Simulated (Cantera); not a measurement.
Feed: 1 mol C3H6, 0.058 mol NH3, 0.45 mol N2, held at 1875 K and 1.00 bar.

Method: chemical equilibrium by Gibbs-energy minimisation in Cantera with the NASA 1993 tables (ideal gas, pure condensed phases). Candidate condensed phases: C, C6H6, C7H8, C8H18; 92 gas species. Kinetics and transport are ignored.

Base state: H2 0.863, N2 0.133, HCN 0.00295, H 0.000609, CH4 0.000451, C2H2 (acetylene) 0.000273, HNC 0.000132 (mole fractions); condensed: C(graphite).

### Question
What changes in the equilibrium state with this change: temperature from 1875 K to 600 K?

### Answer
```csv
species,before,after
CH4,0.000451,0.688
N2,0.133,0.227
H2,0.863,0.0854
HCN,0.00295,<1e-9
H,0.000609,<1e-9
C2H2 (acetylene),0.000273,<1e-9
HNC,0.000132,<1e-9
"C(graphite), mol",2.99,1.55
```

### Question
What changes in the equilibrium state with this change: temperature from 1875 K to 1098 K?

### Answer
```
species             before    after
----------------  --------  -------
H2                   0.863    0.837
N2                   0.133    0.138
CH4               0.000451   0.0256
H                 0.000609  2.26e-8
C2H2 (acetylene)  0.000273  1.07e-8
HNC               0.000132  2.08e-8
C(graphite), mol      2.99     2.91
```
